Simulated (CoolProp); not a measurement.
Vapour-liquid equilibrium of n-butane (1) + cyclohexane (2) at 317.7 K; x and y are mole fractions of (1).

Computed with CoolProp (multi-fluid Helmholtz-energy mixture model, Bücker 2006 and Zhou 2014; pair parameters Bell 2016).

```tsv
x	bubble pressure, mixture model (MPa)	bubble pressure, Raoult's law (MPa)	y, mixture model	y, Raoult's law
0.05	___	0.04946	0.357	0.434
0.15	0.07759	0.08940	___	0.720
0.25	0.1163	0.1293	0.806	0.829
0.35	0.1580	0.1693	___	0.887
0.45	0.2008	0.2092	0.917	0.922
0.55	0.2432	0.2492	0.943	0.947
0.65	0.2847	0.2891	___	0.964
0.75	___	0.3291	___	0.978
0.85	0.3656	0.3690	___	0.988
0.95	___	0.4089	0.995	0.996
```

Task: Fill in the missing entries.

Result: 
- 0.05, bubble pressure, mixture model (MPa): 0.04387
- 0.15, y, mixture model: 0.672
- 0.35, y, mixture model: 0.876
- 0.65, y, mixture model: 0.961
- 0.75, bubble pressure, mixture model (MPa): 0.3253
- 0.75, y, mixture model: 0.975
- 0.85, y, mixture model: 0.986
- 0.95, bubble pressure, mixture model (MPa): 0.4071

The largest gap from Raoult's law is -13.2 % in bubble pressure, at x = 0.15. No azeotrope shows between x = 0.05 and 0.95.

Pair parameters are fitted to limited data, so mixtures are less certain than the pure fluids.
